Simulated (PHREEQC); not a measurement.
Consider water at 25 °C and 300 atm with 0.045 mol/kgw HCl, 0.019 mol/kgw NaCl and 0.00022 mol/kgw MgCl2. Closed to the air; pH follows from the charge balance.

Model: ion-association model, phreeqc.dat, run in PHREEQC.

Each row changes one thing in this solution. No solid was allowed to form.

```json
[
 {"case": "as made", "pH": "1.42", "SI of Halite (NaCl)": "-4.72"},
 {"case": "HCl from 0.045 to 0.45 mol/kgw", "pH": "[?]", "SI of Halite (NaCl)": "-3.99"},
 {"case": "0.027 mol/kgw HBr added", "pH": "[?]", "SI of Halite (NaCl)": "-4.74"},
 {"case": "diluted 100-fold with water", "pH": "[?]", "SI of Halite (NaCl)": "[?]"},
 {"case": "MgCl2 left out", "pH": "1.42", "SI of Halite (NaCl)": "-4.72"}
]
```

Q: Complete the blanks.

A: 
- HCl from 0.045 to 0.45 mol/kgw, pH: 0.46
- 0.027 mol/kgw HBr added, pH: 1.22
- diluted 100-fold with water, pH: 3.36
- diluted 100-fold with water, SI of Halite (NaCl): -8.56

Species that the database lacks are ignored. Under pressure, the constants of complexes without a molar volume in the database are unreliable.
